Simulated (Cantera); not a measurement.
Mixture: CH4 : O2 : N2 = 1 : 1.18 : 6.24 (molar parts), at 3750 Torr, adiabatic and at constant volume. Ignition delay is the time to a rise of 400 K.

Computed with Cantera and GRI-Mech 3.0 (53 species, 325 reactions).

Problem. What does this change do: N2 6.24 to 4.7 parts?

Solution. 
```csv
quantity,before,after
delay at 1198 K,17.6 ms,13.5 ms
delay at 1248 K,9.35 ms,7.12 ms
delay at 1298 K,5.09 ms,3.86 ms
delay at 1348 K,2.84 ms,2.15 ms
delay at 1398 K,1.61 ms,1.22 ms
delay at 1448 K,0.934 ms,0.711 ms
apparent activation energy between 1348 and 1448 K,180 kJ/mol,180 kJ/mol
```
